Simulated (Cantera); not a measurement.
What does this Cantera script print?

```python
import numpy as np
import cantera as ct

surf = ct.Interface("diamond.yaml", "diamond_100")
gas, bulk = surf.adjacent["gas"], surf.adjacent["diamond"]
k = surf.kinetics_species_index(bulk.species_names[0])
cover = ["c6HH", "c6H*", "c6*H", "c6**", "c6HM", "c6B"]

rows, drift = [], 0.0
print(f"{'P':>10s}{'um/h':>11s}" + "".join(f"{s:>11s}" for s in cover))
for v in [520, 810, 1300, 2000, 3100, 4900, 7700, 12000]:
    T, P, xH, xCH3 = 1050, v, 0.00034, 1.9e-05
    gas.TPX = T, P, {"H": xH, "CH3": xCH3, "CH4": 0.0067, "H2": 1 - xH - xCH3 - 0.0067}
    surf.TP = bulk.TP = T, P
    surf.coverages = "c6H*:0.1, c6HH:0.9"
    surf.advance_coverages(100.0)
    before = surf.coverages
    surf.advance_coverages(100.0)
    drift = max(drift, np.max(np.abs(surf.coverages - before) / (surf.coverages + 1e-9)))
    rate = surf.net_production_rates[k] * bulk.mean_molecular_weight / bulk.density * 3.6e9
    rows.append([rate, *surf[cover].coverages])
    print(f"{v:10.4g}{rate:11.4e}" + "".join(f"{x:11.3e}" for x in rows[-1][1:]))
```

Result:

```
         P       um/h       c6HH       c6H*       c6*H       c6**       c6HM        c6B
       520 4.4113e-03  5.711e-01  2.207e-02  3.951e-01  9.762e-03  1.175e-03  1.197e-11
       810 9.2295e-03  5.706e-01  2.205e-02  3.948e-01  9.753e-03  1.775e-03  2.504e-11
      1300 2.0714e-02  5.699e-01  2.202e-02  3.943e-01  9.740e-03  2.712e-03  5.621e-11
      2000 4.3414e-02  5.689e-01  2.198e-02  3.936e-01  9.723e-03  3.904e-03  1.178e-10
      3100 9.1183e-02  5.676e-01  2.193e-02  3.926e-01  9.700e-03  5.496e-03  2.474e-10
      4900 1.9290e-01  5.660e-01  2.186e-02  3.914e-01  9.670e-03  7.551e-03  5.235e-10
      7700 3.8925e-01  5.641e-01  2.179e-02  3.901e-01  9.637e-03  9.860e-03  1.056e-09
   1.2e+04 7.4260e-01  5.623e-01  2.172e-02  3.887e-01  9.604e-03  1.220e-02  2.015e-09
```

Detailed kinetics in Cantera: the Harris–Goodwin 1993 mechanism for the reconstructed diamond (100) surface.
